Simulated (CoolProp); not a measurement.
Vapour-liquid equilibrium of cyclohexane (1) + n-dodecane (2) at 457.6 K; x and y are mole fractions of (1).

Computed with CoolProp (multi-fluid Helmholtz-energy mixture model, Zhou 2014 and Lemmon 2004; pair parameters Bell 2016).

Problem. Give the bubble pressure and the first vapour's composition at x = 0.15, 0.25, 0.35. Is there an azeotrope?

Solution. x = 0.15: 1.495 bar, y = 0.730; x = 0.25: 2.287 bar, y = 0.839; x = 0.35: 3.156 bar, y = 0.895. No azeotrope shows between x = 0.05 and 0.95.

Pair parameters are fitted to limited data, so mixtures are less certain than the pure fluids.
